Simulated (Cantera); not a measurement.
**Hydrocarbon pyrolysis for carbon deposition**

An isothermal, constant-pressure homogeneous reactor starts with C2H6 : H2 = 1 : 0.22 (molar parts), at 1223 K and 255 Torr.

Detailed kinetics in Cantera: GRI-Mech 3.0 (53 species, 325 reactions). GRI-Mech 3.0 stops at C3 and has no aromatics, soot or wall deposition, so with more carbon than oxygen in the feed, carbon stays in small species such as C2H2 where larger ones or solid carbon would form.

```tsv
t (s)	x C2H6	x H2	x CH2	x C2H2	x CH3	x H	x C2H
0.000200	0.811	0.184	1.80e-9	7.66e-7	6.83e-5	4.16e-6	<1e-12
0.000632	0.768	0.201	4.11e-9	3.29e-5	0.000106	6.17e-6	<1e-12
0.00200	0.640	0.251	3.02e-9	0.000419	9.97e-5	6.45e-6	2.44e-12
0.00632	0.382	0.351	1.56e-9	0.00286	8.07e-5	7.02e-6	1.30e-11
0.0200	0.103	0.456	5.23e-10	0.0128	4.71e-5	7.55e-6	4.80e-11
0.0632	0.0125	0.493	9.80e-11	0.0361	1.86e-5	4.51e-6	7.49e-11
0.200	0.00599	0.504	5.23e-11	0.0704	1.39e-5	3.31e-6	1.05e-10
0.632	0.00465	0.510	4.42e-11	0.116	1.41e-5	2.87e-6	1.49e-10
2.00	0.00364	0.490	3.52e-11	0.140	1.46e-5	2.18e-6	1.41e-10
6.32	0.00295	0.441	2.62e-11	0.142	1.50e-5	1.44e-6	1.05e-10
20.0	0.00222	0.379	1.73e-11	0.142	1.42e-5	8.69e-7	7.39e-11
63.2	0.00158	0.317	1.08e-11	0.143	1.27e-5	5.11e-7	5.22e-11
200	0.00114	0.267	7.14e-12	0.144	1.12e-5	3.24e-7	3.95e-11
```
x: mole fraction; the columns are a selection and need not sum to one.

Equilibrium at this temperature and pressure: C2H6 0.000958, H2 0.243, CH2 5.77e-12, C2H2 0.144, CH3 1.04e-5, H 2.56e-7, C2H 3.44e-11 (gas phase only).
